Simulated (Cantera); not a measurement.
A Cantera script and its output.

```python
import numpy as np
import cantera as ct

surf = ct.Interface("diamond.yaml", "diamond_100")
gas, bulk = surf.adjacent["gas"], surf.adjacent["diamond"]
k = surf.kinetics_species_index(bulk.species_names[0])
cover = ["c6HH", "c6H*", "c6*H", "c6**", "c6HM", "c6B"]

rows, drift = [], 0.0
print(f"{'xCH3':>10s}{'um/h':>11s}" + "".join(f"{s:>11s}" for s in cover))
for v in [1e-06, 2.5e-06, 6.3e-06, 1.6e-05, 4e-05, 9.9e-05, 0.00025, 0.00062, 0.0016]:
    T, P, xH, xCH3 = 1148, 14000, 0.00075, v
    gas.TPX = T, P, {"H": xH, "CH3": xCH3, "CH4": 0.012, "H2": 1 - xH - xCH3 - 0.012}
    surf.TP = bulk.TP = T, P
    surf.coverages = "c6H*:0.1, c6HH:0.9"
    surf.advance_coverages(100.0)
    before = surf.coverages
    surf.advance_coverages(100.0)
    drift = max(drift, np.max(np.abs(surf.coverages - before) / (surf.coverages + 1e-9)))
    rate = surf.net_production_rates[k] * bulk.mean_molecular_weight / bulk.density * 3.6e9
    rows.append([rate, *surf[cover].coverages])
    print(f"{v:10.4g}{rate:11.4e}" + "".join(f"{x:11.3e}" for x in rows[-1][1:]))
```

It prints:

```
      xCH3       um/h       c6HH       c6H*       c6*H       c6**       c6HM        c6B
     1e-06 3.7896e-02  4.971e-01  3.184e-02  4.530e-01  1.785e-02  1.091e-04  1.028e-10
   2.5e-06 9.4699e-02  4.970e-01  3.183e-02  4.529e-01  1.784e-02  2.727e-04  2.570e-10
   6.3e-06 2.3838e-01  4.967e-01  3.180e-02  4.525e-01  1.781e-02  6.865e-04  6.468e-10
   1.6e-05 6.0369e-01  4.959e-01  3.175e-02  4.517e-01  1.774e-02  1.739e-03  1.638e-09
     4e-05 1.4988e+00  4.939e-01  3.161e-02  4.497e-01  1.755e-02  4.320e-03  4.067e-09
   9.9e-05 3.6477e+00  4.892e-01  3.127e-02  4.450e-01  1.711e-02  1.053e-02  9.898e-09
   0.00025 8.8376e+00  4.776e-01  3.046e-02  4.334e-01  1.607e-02  2.560e-02  2.398e-08
   0.00062 1.9970e+01  4.527e-01  2.869e-02  4.083e-01  1.392e-02  5.829e-02  5.419e-08
    0.0016 4.2057e+01  4.021e-01  2.513e-02  3.576e-01  1.005e-02  1.249e-01  1.141e-07
```

Model: the Harris–Goodwin 1993 mechanism for the reconstructed diamond (100) surface, integrated in Cantera.
